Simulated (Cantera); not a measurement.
Charge: 1 mol Si₃N₄, 0.41 mol N₂O, 41 mol H₂, at 2248 K and 1.33 mbar.

Method: chemical equilibrium by Gibbs-energy minimisation in Cantera with the NASA 1993 tables (ideal gas, pure condensed phases). Candidate condensed phases: H₂O, Si, SiO₂, Si₂N₂O, Si₃N₄; 35 gas species. The tables' values for SiN are old estimates; treat these amounts as uncertain. Gases not in the tables: Si₂H₆ and higher silanes. Equilibrium is a limit: real reactors are often held back by kinetics, nucleation or transport.

Base state: H₂ 0.722, H 0.171, Si 0.0501, N₂ 0.0475, SiO 0.00808, SiH 0.000628, Si₂ 0.000101, SiN 6.14e-5 (mole fractions); condensed: gas only.

Task: What changes in the equilibrium state with this change: Si₃N₄ replaced by Si?

Result: 
```
species    before     after
-------  --------  --------
H₂          0.722     0.791
H           0.171     0.179
Si         0.0501    0.0125
N₂         0.0475   0.00880
Si₂      0.000101   6.27e-6
SiN       6.14e-5   6.58e-6
SiH      0.000628  0.000164
```
